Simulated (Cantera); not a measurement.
Source: NASA polynomial tables (part measured, part estimated), evaluated in Cantera. Values are per mole of reaction as written; species without (g) are pure solids or liquids, kept so even where they would boil at 1 bar.

Problem. Between 1973 and 2173 K, where is each reaction favourable under standard conditions?
- SrO + 2 Cl(g) → SrCl2 + O(g)

Solution. 
- SrO + 2 Cl(g) → SrCl2 + O(g): ΔG° is -57 kJ at 1973 K and -45 kJ at 2173 K; it stays negative (K > 1). ΔH° is -172 kJ and ΔS° -58 J/K at 2173 K.
